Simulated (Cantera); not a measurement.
A closed system holds: 1 mol CH2F2, 4 mol H2, 0.062 mol F2, equilibrated at 750 K and 0.00350 bar.

These are equilibrium values from Cantera (NASA tables, ideal gas, pure condensed phases), not measurements of a reactor. Candidate condensed phases: C, C6H6, C7H8, C8H18; 95 gas species. Kinetics and transport are ignored.

Base state: H2 0.643, HF 0.352, CH4 0.00463 (mole fractions); condensed: C(graphite).

Problem. What changes in the equilibrium state with this change: temperature from 750 K to 2598.15 K?

Solution. 
```
species           before     after
----------------  ------  --------
H                  <1e-9     0.373
H2                 0.643     0.336
HF                 0.352     0.284
C2H2 (acetylene)   <1e-9   0.00540
F                  <1e-9  0.000842
C3                 <1e-9  0.000616
C(graphite), mol   0.972     0.894
```
